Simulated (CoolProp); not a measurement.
Vapour pressure (kPa) of p-xylene: the reference equation beside estimates from Tc = 343.0 °C, pc = 3532 kPa, ω = 0.324.

Computed with CoolProp (reference Helmholtz-energy equation of state, Zhou 2012).

```
T (°C)  reference  Lee-Kesler  Redlich-Kwong  Soave-Redlich-Kwong
------  ---------  ----------  -------------  -------------------
121.55      63.27       61.92          139.3                62.12
129.85      80.34       79.08          169.4                79.22
138.25      101.1       100.1          204.5                100.1
146.55      125.6       124.9          244.2                124.9
154.85      154.6       154.3          289.2                154.2
163.25      188.9       189.3          340.6                189.1
171.55      228.3       229.5          397.6                229.4
179.95      274.3       276.6          461.8                276.5
188.25      326.5       330.0          532.2                330.1
196.55      386.0       390.9          609.8                391.3
```

Absolute difference from the reference over all 10 rows, mean and median: Lee-Kesler 0.9 and 0.9 %, Redlich-Kwong 85.9 and 83.7 %, Soave-Redlich-Kwong 0.9 and 0.9 %.
